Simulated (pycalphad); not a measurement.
All values are pycalphad results on the COST 507 light-alloy database (1999) (1 atm), not direct measurements. These are 1990s assessments: newer ones move some temperatures and phases. Amounts are mole fractions of atoms.

Problem. Give the equilibrium state of Al-0.41Si-0.5C (at.%) at 1050 K.

Solution. liquid, fraction 0.988, with 0.41 Si, <0.01 C at.%; AL4C3, fraction 0.012, with 0.01 Si, 42.9 C at.%.

Problem. Give the equilibrium state of Al-0.41Si-0.5C (at.%) at 530 K.

Solution. 
```
T = 530.00 K, P = 101325 Pa, N = 1 mol of atoms
G = -17111 J/mol, H = 5613 J/mol, S = 42.88 J/(mol K)  (SER reference)
chemical potentials (J/mol): Al -16850, Si -11539, C -73424
phase             fraction      x(Al)      x(Si)       x(C)
FCC_A1              0.9854     0.9997   0.000252      1e-14
AL8SIC7             0.0114     0.5000     0.0625     0.4375
DIAMOND_A4          0.0031    5.7e-11     1.0000      1e-14
```

Database names, with the compositions (at.%) that they take in these runs: AL4C3: Al 57 C 43; AL8SIC7: Al 50 C 44 Si 6. FCC_A1 is fcc; DIAMOND_A4 is diamond (Si).
